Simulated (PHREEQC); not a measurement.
A made-up water analysis in mg/kgw, 20 °C, pH 5.66, pe 12.5:

```json
[
 {"constituent": "Na", "mg/kgw": "2.81"},
 {"constituent": "K", "mg/kgw": "2.3"},
 {"constituent": "Ca", "mg/kgw": "0.842"},
 {"constituent": "Mg", "mg/kgw": "0.751"},
 {"constituent": "Cl", "mg/kgw": "3.34"},
 {"constituent": "S(6) as SO4", "mg/kgw": "0.256"},
 {"constituent": "Alkalinity as HCO3", "mg/kgw": "11.4"},
 {"constituent": "Zn", "mg/kgw": "0.0309"},
 {"constituent": "Pb", "mg/kgw": "0.103"}
]
```

Na is adjusted to close the charge balance.
Valence states are taken as typed.

Computed with PHREEQC (ion-association model, phreeqc.dat).

```
quantity                   before     after
-----------------------  --------  --------
CO2 (mol/kgw)            0.000975  0.000975
MgHCO3+ (mol/kgw)         6.14e-8   6.14e-8
CaHCO3+ (mol/kgw)         4.27e-8   4.27e-8
PbCO3 (mol/kgw)           2.34e-8   2.34e-8
MgSO4 (mol/kgw)           1.41e-8   1.41e-8
NaHCO3 (mol/kgw)          1.28e-8  4.37e-10
SI of Pb(OH)2 (Pb(OH)2)     -3.43     -3.43
SI of Anglesite (PbSO4)     -4.22     -4.22
```

### Question
What was changed between the two runs?
A. temperature from 20 to 45 °C at the same typed pH
B. Ca from 0.842 to 0.421 mg/kgw
C. pH from 5.66 to 5.5 at the same alkalinity
D. K from 2.3 to 6.9 mg/kgw

### Answer
D, K from 2.3 to 6.9 mg/kgw

This is a speciation only: nothing precipitates in the calculation.
